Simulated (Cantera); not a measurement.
An isothermal, constant-pressure homogeneous reactor starts with NO : N2 = 1 : 0.41 (molar parts), at 1425 K and 0.280 bar.

Detailed kinetics in Cantera: GRI-Mech 3.0 (53 species, 325 reactions).

**Question.** Predict: x(NO) at 200 s; x(N2O) at 200 s; x(O2) at 200 s; x(O) at 200 s; x(NO2) at 200 s.

**Answer.** 
| Property | Result |
|---|---|
| x(NO) at 200 s | 0.560 (gas-phase equilibrium 0.000982) |
| x(N2O) at 200 s | 9.35e-5 (gas-phase equilibrium 2.96e-8) |
| x(O2) at 200 s | 0.0735 (gas-phase equilibrium 0.354) |
| x(O) at 200 s | 7.40e-7 (gas-phase equilibrium 1.57e-6) |
| x(NO2) at 200 s | 0.00119 (gas-phase equilibrium 4.58e-6) |
